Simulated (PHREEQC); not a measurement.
Synthetic water in mmol/kgw, 55 °C, pH 7.23:

| constituent | mmol/kgw |
|---|---|
| Na | 67.8 |
| K | 1.1 |
| Ca | 1.76 |
| Mg | 5.47 |
| Cl | 78 |
| S(6) | 12.6 |
| Alkalinity (meq/kgw) | 0.0636 |

Cl is adjusted to close the charge balance.
Valence states are taken as typed.

All values are PHREEQC results (Pitzer model, pitzer.dat), not measurements.

This is a speciation only: nothing precipitates in the calculation.

Task: Order these C species by the share of C that they hold, largest first: HCO3-, CO3-2, CO2, MgCO3.

Result: HCO3- (91 %), CO2 (8.1 %), CO3-2 (0.28 %), MgCO3 (0.19 %)

The pH is 7.23 and the ionic strength 0.103 mol/kgw. Species that the database lacks are ignored. At this temperature some constants are extrapolated from 25 °C, and those without enthalpy data are left unchanged.
